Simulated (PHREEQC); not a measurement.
Dissolve 0.0036 mol Cd(NO3)2, 0.00066 mol HBF4 and 0.21 mol FeCl3 per kg of water at 25 °C. Closed to the air; pH follows from the charge balance.

The numbers come from PHREEQC with the ion-association model, phreeqc.dat.

No solid was allowed to form.

**Question.** Order these Cl species by the share of Cl that they hold, largest first: FeCl+2, FeCl2+, Cl-, FeCl3, CdCl2.

**Answer.** Cl- (68 %), FeCl+2 (18 %), FeCl2+ (13 %), CdCl2 (0.41 %), FeCl3 (0.29 %)

**Question.** Order these Fe species by the share of Fe that they hold, largest first: Fe+3, Fe2(OH)2+4, FeCl+2, FeCl2+, FeOH+2.

**Answer.** FeCl+2 (55 %), FeCl2+ (19 %), Fe+3 (17 %), Fe2(OH)2+4 (4.0 %), FeOH+2 (3.1 %)

The pH is 1.85 and the ionic strength 0.692 mol/kgw. Examples of supersaturated solids here: Hematite (slow to form), Goethite (slow to form). Others may be too. Complexes and solids missing from the database can't appear. Real BF4- forms and hydrolyses slowly; the run takes it at equilibrium. Fluoro complexes past AlF4- and FeF3 are missing from the database.
